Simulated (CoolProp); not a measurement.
Computed with CoolProp (reference Helmholtz-energy equation of state, Gao 2016).

### Question
For sulfur dioxide, give the phase and the speed of sound (m/s) at 235.85 °C and 101 kPa.

### Answer
- 235.85 °C and 101 kPa: gas; speed of sound 283
